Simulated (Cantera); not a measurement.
## Stirred combustor or abatement burner

A perfectly stirred reactor is fed with 35.0 % CO, 2.07 % H₂, 13.2 % O₂, 49.7 % N₂, equivalence ratio 1.4, at 0.720 bar; it is adiabatic with a 498 K inlet, and is followed from long to short residence time, starting on the burning branch (τ in s: 0.2, 0.065, 0.022, 0.0073, 0.0025, 0.00082, 0.00028, 9.2e-05, 3.1e-05, 1e-05).

Computed with Cantera and GRI-Mech 3.0 (53 species, 325 reactions).

| τ (s) | T (K) | x CO | x H₂ | x O₂ | x N₂O | x H₂O | x H | x H₂O₂ |
|---|---|---|---|---|---|---|---|---|
| 0.20 | 2442 | 0.136 | 0.00171 | 0.00625 | 1.17e-7 | 0.0199 | 0.00122 | 8.71e-9 |
| 0.065 | 2404 | 0.141 | 0.00179 | 0.00846 | 1.20e-7 | 0.0193 | 0.00158 | 1.02e-8 |
| 0.022 | 2321 | 0.150 | 0.00195 | 0.0132 | 1.22e-7 | 0.0182 | 0.00250 | 1.46e-8 |
| 0.0073 | 2178 | 0.164 | 0.00224 | 0.0203 | 1.23e-7 | 0.0163 | 0.00459 | 2.66e-8 |
| 0.0025 | 1997 | 0.179 | 0.00251 | 0.0274 | 1.21e-7 | 0.0137 | 0.00844 | 5.53e-8 |
| 0.00082 | 1779 | 0.193 | 0.00257 | 0.0339 | 1.17e-7 | 0.0104 | 0.0150 | 1.29e-7 |
| 0.00028 | 1532 | 0.212 | 0.00232 | 0.0438 | 1.16e-7 | 0.00794 | 0.0208 | 2.74e-7 |
| 9.2e-5 | 498 | 0.350 | 0.0207 | 0.132 | <1e-12 | <1e-12 | <1e-12 | <1e-12 |
| 3.1e-5 | 498 | 0.350 | 0.0207 | 0.132 | <1e-12 | <1e-12 | <1e-12 | <1e-12 |
| 1.0e-5 | 498 | 0.350 | 0.0207 | 0.132 | <1e-12 | <1e-12 | <1e-12 | <1e-12 |
x: mole fraction; the columns are a selection and need not sum to one.
